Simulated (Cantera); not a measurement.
A Cantera script and its output.

```python
import numpy as np
import cantera as ct

gas = ct.Solution("gri30.yaml")
gas.TPX = 1275, 20000, {'CH4': 1, 'CO': 0.67, 'O2': 1.3, 'N2': 3.89, 'H2O': 0.46}
reactor = ct.IdealGasReactor(gas, energy="on", clone=False)
net = ct.ReactorNet([reactor])
net.rtol, net.atol = 1e-08, 1e-16
show = ['CH4', 'CO', 'O2', 'C2H', 'CH2CO', 'HO2', 'NO']
times = np.geomspace(1e-06, 8, 14)

steps = ct.SolutionArray(gas, extra=["t"])
rows = []
print(f"{'t/s':>10s}{'T/K':>9s}{'P/Pa':>11s}" + "".join(f"{s:>11s}" for s in show))
for t in times:
    while net.time < t:
        t_next = net.step()
        steps.append(gas.state, t=t_next)
    rows.append([np.interp(t, steps.t, y) for y in (steps.T, steps.P, *steps(*show).X.T)])
    print(f"{t:10.3e}{rows[-1][0]:9.1f}{rows[-1][1]:11.4g}" + "".join(f"{x:11.3e}" for x in rows[-1][2:]))
rate = np.gradient(steps.T, steps.t)
print("integrator steps:", len(steps.t))
if steps.T.max() > steps.T[0] + 200:
    print(f"time of steepest temperature rise: {steps.t[rate.argmax()]:.4e} s")
gas.TPX = 1275, 20000, {'CH4': 1, 'CO': 0.67, 'O2': 1.3, 'N2': 3.89, 'H2O': 0.46}
gas.equilibrate("UV")
print(f"equilibrium (UV): T = {gas.T:.1f} K  " + "  ".join(f"{s} {gas[s].X[0]:.3e}" for s in show))
```

It prints:

```
       t/s      T/K       P/Pa        CH4         CO         O2        C2H      CH2CO        HO2         NO
 1.000e-06   1275.0      2e+04  1.366e-01  9.153e-02  1.776e-01  3.595e-34  2.844e-17  8.469e-10  2.920e-21
 3.396e-06   1275.0      2e+04  1.366e-01  9.153e-02  1.776e-01  2.903e-32  3.869e-16  2.867e-09  3.015e-20
 1.153e-05   1275.0      2e+04  1.366e-01  9.153e-02  1.776e-01  9.120e-31  5.888e-15  9.636e-09  2.319e-19
 3.918e-05   1275.0      2e+04  1.366e-01  9.153e-02  1.776e-01  1.590e-29  8.253e-14  3.153e-08  1.097e-18
 1.331e-04   1275.0      2e+04  1.366e-01  9.153e-02  1.776e-01  4.899e-28  1.057e-12  9.467e-08  4.147e-18
 4.519e-04   1275.0      2e+04  1.366e-01  9.153e-02  1.776e-01  8.953e-26  1.390e-11  2.198e-07  1.564e-17
 1.535e-03   1275.0      2e+04  1.366e-01  9.153e-02  1.776e-01  4.559e-23  1.995e-10  3.037e-07  7.062e-17
 5.213e-03   1275.1      2e+04  1.366e-01  9.152e-02  1.776e-01  4.045e-20  2.977e-09  3.750e-07  4.883e-16
 1.770e-02   1276.8  2.003e+04  1.363e-01  9.149e-02  1.774e-01  1.438e-17  4.560e-08  1.031e-06  4.065e-15
 6.013e-02   1298.6  2.037e+04  1.331e-01  9.169e-02  1.750e-01  1.139e-14  3.387e-06  6.493e-06  8.183e-14
 2.042e-01   2675.0  4.699e+04  2.541e-13  1.575e-01  1.422e-03  1.761e-17  1.635e-15  5.842e-07  1.961e-03
 6.935e-01   2675.0  4.699e+04  2.541e-13  1.575e-01  1.422e-03  1.761e-17  1.635e-15  5.842e-07  1.961e-03
 2.355e+00   2675.0  4.699e+04  2.541e-13  1.575e-01  1.422e-03  1.761e-17  1.635e-15  5.842e-07  1.961e-03
 8.000e+00   2675.0  4.699e+04  2.541e-13  1.575e-01  1.422e-03  1.761e-17  1.635e-15  5.842e-07  1.961e-03
integrator steps: 2320
time of steepest temperature rise: 8.5116e-02 s
equilibrium (UV): T = 2675.0 K  CH4 3.006e-13  CO 1.575e-01  O2 1.422e-03  C2H 1.888e-17  CH2CO 1.774e-15  HO2 5.842e-07  NO 1.961e-03
```

Cantera simulation using GRI-Mech 3.0 (53 species, 325 reactions); the numbers are that mechanism's predictions, not measurements.
